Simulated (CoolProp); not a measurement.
A single-stage vapour-compression cycle with R1336mzz(E): evaporating at 318.15 K (dew point), condensing at 355.15 K (bubble point), superheat 0 K, subcooling 2 K, compressor efficiency 0.85, no pressure losses. Each further row changes one setting.

Model: reference Helmholtz-energy equation of state, Akasaka 2023, in CoolProp.

| case | cooling COP | pressure ratio | discharge temperature (K) | refrigerating effect (kJ/kg) | volumetric capacity (kJ/m³) |
|---|---|---|---|---|---|
| as stated | 5.54 | 2.69 | 355.1 | 86.6 | 2280 |
| evaporating temperature 323.15 K | 6.74 | 2.32 | 355.1 | 89.9 | 2740 |
| condensing temperature 350.15 K | 6.74 | 2.38 | 350.1 | 93.4 | 2450 |
| subcooling 7 K | 5.98 | 2.69 | 355.1 | 93.5 | 2460 |
| superheat 10 K | 5.73 | 2.69 | 358.7 | 95.6 | 2400 |
| compressor efficiency 0.75 | 4.89 | 2.69 | 355.1 | 86.6 | 2280 |

The compression ends wet for: as stated; evaporating temperature 323.15 K; condensing temperature 350.15 K; subcooling 7 K; compressor efficiency 0.75.
